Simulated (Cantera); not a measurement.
## Gas-phase reforming

An isothermal, constant-pressure homogeneous reactor starts with 52.9 % CH₄, 46.5 % CO₂, 0.634 % H₂O, at 1773 K and 7500 Torr.

Detailed kinetics in Cantera: GRI-Mech 3.0 (53 species, 325 reactions).

| t (s) | x CH₄ | x CO₂ | x HO₂ | x O₂ | x H₂O | x CH₂CO | x CH₂ |
|---|---|---|---|---|---|---|---|
| 1.00e-5 | 0.524 | 0.465 | <1e-12 | <1e-12 | 0.00638 | 7.48e-10 | 1.05e-7 |
| 3.72e-5 | 0.508 | 0.462 | <1e-12 | 1.13e-12 | 0.00661 | 2.91e-8 | 2.09e-7 |
| 0.000138 | 0.440 | 0.443 | <1e-12 | 6.62e-12 | 0.00937 | 1.12e-6 | 2.23e-7 |
| 0.000514 | 0.304 | 0.375 | <1e-12 | 2.76e-11 | 0.0309 | 1.27e-5 | 1.33e-7 |
| 0.00191 | 0.150 | 0.235 | <1e-12 | 5.86e-11 | 0.118 | 5.03e-5 | 1.18e-7 |
| 0.00711 | 0.0558 | 0.0834 | <1e-12 | 4.96e-11 | 0.214 | 9.37e-5 | 1.31e-7 |
| 0.0265 | 0.0437 | 0.0494 | <1e-12 | 2.06e-11 | 0.167 | 5.23e-5 | 7.43e-8 |
| 0.0984 | 0.0404 | 0.0265 | <1e-12 | 5.44e-12 | 0.0935 | 1.78e-5 | 3.18e-8 |
| 0.366 | 0.0314 | 0.0102 | <1e-12 | <1e-12 | 0.0378 | 5.79e-6 | 1.48e-8 |
| 1.36 | 0.0222 | 0.00253 | <1e-12 | <1e-12 | 0.00967 | 2.78e-6 | 8.55e-9 |
| 5.06 | 0.0180 | 0.000187 | <1e-12 | <1e-12 | 0.000727 | 2.06e-6 | 6.60e-9 |
| 18.8 | 0.0177 | 2.27e-5 | <1e-12 | <1e-12 | 8.81e-5 | 2.02e-6 | 6.45e-9 |
| 70.0 | 0.0177 | 2.26e-5 | <1e-12 | <1e-12 | 8.79e-5 | 2.02e-6 | 6.45e-9 |
x: mole fraction; the columns are a selection and need not sum to one.

Equilibrium at this temperature and pressure: CH₄ 0.0177, CO₂ 2.34e-5, HO₂ <1e-12, O₂ <1e-12, H₂O 9.07e-5, CH₂CO 2.02e-6, CH₂ 6.46e-9 (gas phase only).
